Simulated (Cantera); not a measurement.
A perfectly stirred reactor is fed with H2 : O2 : N2 = 1 : 0.806 : 3.03 (molar parts), equivalence ratio 0.62, at 7.50 atm; it is adiabatic with a 700 K inlet, and is followed from long to short residence time, starting on the burning branch (τ in s: 0.2, 0.062, 0.019, 0.0057, 0.0018, 0.00054, 0.00016, 5e-05, 1.5e-05, 4.7e-06).

Model: the H2/O2 subset of GRI-Mech 3.0, which has no nitrogen chemistry, integrated in Cantera. The hydrogen kinetics of GRI-Mech 3.0 are dated; newer H2 mechanisms differ, most at raised pressure.

Q: What does this change do: pressure from 7.50 atm to 0.967 atm?

A: 
```tsv
quantity	before	after
blow-out, bracketed by the residence times tried	burning at 4.70 µs, the shortest tried	burning at 15.0 µs, out at 4.70 µs
x(H2) at τ = 0.200 s	0.000372	0.000990
x(O2) at τ = 0.200 s	0.0697	0.0692
x(HO2) at τ = 0.200 s	6.57e-6	3.72e-6
x(H2O) at τ = 0.200 s	0.228	0.226
x(H) at τ = 0.200 s	4.07e-5	0.000179
x(H2) at τ = 0.540 ms	0.00124	0.00956
x(O2) at τ = 0.540 ms	0.0694	0.0689
x(HO2) at τ = 0.540 ms	1.15e-5	1.38e-5
x(H2O) at τ = 0.540 ms	0.226	0.207
x(H) at τ = 0.540 ms	0.000185	0.00609
```

Q: What does this change do: inlet temperature 700 to 300 K?

A: 
| quantity | before | after |
|---|---|---|
| blow-out, bracketed by the residence times tried | burning at 4.70 µs, the shortest tried | burning at 4.70 µs, the shortest tried |
| x(H2) at τ = 0.200 s | 0.000372 | 4.61e-5 |
| x(O2) at τ = 0.200 s | 0.0697 | 0.0704 |
| x(HO2) at τ = 0.200 s | 6.57e-6 | 2.05e-6 |
| x(H2O) at τ = 0.200 s | 0.228 | 0.230 |
| x(H) at τ = 0.200 s | 4.07e-5 | 1.90e-6 |
| x(H2) at τ = 0.540 ms | 0.00124 | 0.00116 |
| x(O2) at τ = 0.540 ms | 0.0694 | 0.0702 |
| x(HO2) at τ = 0.540 ms | 1.15e-5 | 2.27e-5 |
| x(H2O) at τ = 0.540 ms | 0.226 | 0.228 |
| x(H) at τ = 0.540 ms | 0.000185 | 0.000114 |

Q: What does this change do: O2 0.806 to 0.52 parts?

A: 
| quantity | before | after |
|---|---|---|
| blow-out, bracketed by the residence times tried | burning at 4.70 µs, the shortest tried | burning at 4.70 µs, the shortest tried |
| x(H2) at τ = 0.200 s | 0.000372 | 0.00241 |
| x(O2) at τ = 0.200 s | 0.0697 | 0.00544 |
| x(HO2) at τ = 0.200 s | 6.57e-6 | 1.33e-6 |
| x(H2O) at τ = 0.200 s | 0.228 | 0.243 |
| x(H) at τ = 0.200 s | 4.07e-5 | 0.000168 |
| x(H2) at τ = 0.540 ms | 0.00124 | 0.00819 |
| x(O2) at τ = 0.540 ms | 0.0694 | 0.00781 |
| x(HO2) at τ = 0.540 ms | 1.15e-5 | 5.71e-6 |
| x(H2O) at τ = 0.540 ms | 0.226 | 0.234 |
| x(H) at τ = 0.540 ms | 0.000185 | 0.00115 |
